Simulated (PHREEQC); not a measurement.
Make-up at 5 °C: 170 mmol/kgw NH4HF2, 0.27 mmol/kgw (NH4)2SiF6, 1.6 mmol/kgw H3BO3 and 56 mmol/kgw HCl. Closed to the air; pH follows from the charge balance.

All values are PHREEQC results (ion-association model, wateq4f.dat), not measurements.

No solid was allowed to form.

Task: Estimate the pH.

Result: pH 2.83.

Task: In which forms is F present?

Result: H2F2 29 %, HF 28 %, F- 26 %, HF2- 16 %, BF4- 1.9 % of the F.

Species that the database lacks are ignored. wateq4f.dat counts part of the HF as a dimer, H2F2, which phreeqc.dat doesn't know; its constant is uncertain. Constants without temperature data keep their 25 °C values here. SiF6-2 is the database's only silicon fluoride. Real BF4- forms and hydrolyses slowly; the run takes it at equilibrium.
